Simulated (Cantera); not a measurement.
Input: 1 mol C, 0.57 mol O₂, 26 mol H₂, held at 0.0930 bar.

Method: chemical equilibrium by Gibbs-energy minimisation in Cantera with the NASA 1993 tables (ideal gas, pure condensed phases). Candidate condensed phases: C, C₆H₆, C₇H₈, C₈H₁₈, H₂O; 110 gas species. Kinetics and transport are ignored.

Question: At 973 K, list the 5 most abundant gas species with their mole fractions, and the condensed phases.

Answer: H₂ 0.955, CO 0.0341, H₂O 0.00751, CH₄ 0.00273, CO₂ 0.000432. Condensed: gas only.
